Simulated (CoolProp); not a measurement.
Computed with CoolProp (reference Helmholtz-energy equation of state, Zhou 2012).

Q: For m-xylene, give the phase and the speed of sound (m/s), conductivity (mW/(m K)) at 548.1 K and 101 kPa; 591.3 K and 101 kPa; 605.6 K and 101 kPa.

A: 
- 548.1 K and 101 kPa: gas; speed of sound 208, conductivity 34.1
- 591.3 K and 101 kPa: gas; speed of sound 217, conductivity 39.4
- 605.6 K and 101 kPa: gas; speed of sound 219, conductivity 41.3

Thermal conductivity comes from a separate model (Mylona 2014).
